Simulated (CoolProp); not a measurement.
Vapour-liquid equilibrium of CH2F2 (R32) (1) + isobutane (2) at 274.3 K; x and y are mole fractions of (1).

Computed with CoolProp (multi-fluid Helmholtz-energy mixture model, Tillner-Roth 1997 and Bücker 2006; pair parameters Bell 2016).

Task: Give the bubble pressure and the first vapour's composition at x = 0.15, 0.65, 0.85. Is there an azeotrope?

Result: x = 0.15: 5.931 bar, y = 0.726; x = 0.65: 8.657 bar, y = 0.831; x = 0.85: 8.834 bar, y = 0.864. y crosses x between x = 0.85 and 0.95: the model has an azeotrope there.

Pair parameters are fitted to limited data, so mixtures are less certain than the pure fluids. With so large a gap from Raoult's law the liquid may split in two, which this calculation doesn't test in full.
